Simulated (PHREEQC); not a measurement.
Dissolve 56 mmol/kgw NH3 and 0.18 mmol/kgw (CH3)4NCl at 20 °C. Closed to the air; pH follows from the charge balance.

Model: ion-association model, wateq4f.dat, run in PHREEQC.

```tsv
quantity	before	after
pH	11.15	11.15
ionic strength (mol/kgw)	0.00119	0.0153
NH4+ (mol/kgw)	0.00101	0.00110
```

Problem. Name the change that produced these shifts.
A) NH3 from 0.056 to 0.0112 mol/kgw
B) (CH3)4NCl from 0.00018 to 9e-05 mol/kgw
C) temperature from 20 to 35 °C
D) temperature from 20 to 70 °C
E) 0.014 mol/kgw NaCl added

Solution. E, 0.014 mol/kgw NaCl added

No solid was allowed to form. (CH3)4N+ isn't in the database: it is added as a free cation with an ion size of 4 Å.
